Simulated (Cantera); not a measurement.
A closed system holds: 1 mol Al2O3, 2.1 mol H2O, equilibrated at 100 Torr.

Cantera equilibrium calculation (NASA polynomials, part measured and part estimated; ideal gas, pure solids and liquids). Candidate condensed phases: Al, Al2O3, H2O; 19 gas species. Gases not in the tables: Al(OH)3. Equilibrium is a limit: real reactors are often held back by kinetics, nucleation or transport.

### Question
Which condensed phases are stable at each of these points (T (K)): 2098, 2148, 2198, 2248, 2298, 2348, 2398, 2448, 2498, 2548, 2598, 2648?

### Answer
| T (K) | condensed phases | Al condensed (%) |
|---|---|---|
| 2098 | Al2O3(s) | 100.0 |
| 2148 | Al2O3(s) | 100.0 |
| 2198 | Al2O3(s) | 100.0 |
| 2248 | Al2O3(s) | 100.0 |
| 2298 | Al2O3(s) | 100.0 |
| 2348 | Al2O3(l) | 100.0 |
| 2398 | Al2O3(l) | 100.0 |
| 2448 | Al2O3(l) | 100.0 |
| 2498 | Al2O3(l) | 100.0 |
| 2548 | Al2O3(l) | 100.0 |
| 2598 | Al2O3(l) | 100.0 |
| 2648 | Al2O3(l) | 99.9 |

From 2098 K to 2298 K the condensed part is Al2O3(s). From 2348 K to 2648 K the condensed part is Al2O3(l).
